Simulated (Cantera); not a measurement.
**Ammonia decomposition in nitride growth gas**

A perfectly stirred reactor is fed with 81.3 % NH3, 18.7 % N2, at 750 Torr; it is held at 1923 K, and followed from long to short residence time.

Cantera simulation using the gas-phase N/H chemistry of the illustrative SiF4/NH3 mechanism in the Surface Chemkin manual (1991); the numbers are that mechanism's predictions, not measurements. Walls and surfaces, which speed up NH3 decomposition in real reactors, are not modelled.

```csv
τ (s),x NH3,x N2H4,x NH,x H2,x N2H2
10,0.0131,1.14e-9,1.33e-6,0.661,1.31e-8
3.0,0.0297,4.32e-9,2.20e-6,0.648,4.50e-8
0.84,0.0758,1.78e-8,3.51e-6,0.609,1.63e-7
0.24,0.188,6.54e-8,5.08e-6,0.517,5.37e-7
0.068,0.398,1.85e-7,6.45e-6,0.343,1.47e-6
0.019,0.623,3.53e-7,6.83e-6,0.157,2.84e-6
0.0055,0.746,4.89e-7,6.06e-6,0.0546,3.79e-6
0.0015,0.794,5.60e-7,4.85e-6,0.0154,4.02e-6
0.00044,0.807,5.05e-7,3.84e-6,0.00408,3.45e-6
0.00012,0.812,2.67e-7,2.27e-6,0.000774,1.73e-6
```
x: mole fraction; the columns are a selection and need not sum to one.
